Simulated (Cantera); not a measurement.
A closed system holds: 1 mol SiCl4, a varied amount of HCl, 21 mol H2, held at 1075 K and 22.0 mbar.

These are equilibrium values from Cantera (NASA tables, ideal gas, pure condensed phases), not measurements of a reactor. Candidate condensed phases: Si; 19 gas species. The tables' values for SiCl3 are old estimates; treat these amounts as uncertain. Kinetics and transport are ignored.

Problem. At 0.29 mol HCl, list the 5 most abundant gas species with their mole fractions, and the condensed phases.

Solution. H2 0.918, HCl 0.0396, SiCl4 0.0282, SiHCl3 0.00812, SiCl2 0.00333. Condensed: Si(s).
